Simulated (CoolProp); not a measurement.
Vapour-liquid equilibrium of R125 (1) + R245fa (2) at -31.95 °C; x and y are mole fractions of (1).

The numbers come from the multi-fluid Helmholtz-energy mixture model, Lemmon 2005 and Akasaka 2015; pair parameters Bell 2016 in CoolProp.

Task: Give the bubble pressure and the first vapour's composition at x = 0.05, 0.35, 0.65. Is there an azeotrope?

Result: x = 0.05: 0.2187 bar, y = 0.570; x = 0.35: 0.8485 bar, y = 0.918; x = 0.65: 1.413 bar, y = 0.970. No azeotrope shows between x = 0.05 and 0.95.

The pair parameters rest on a limited set of measurements; away from them the model extrapolates.
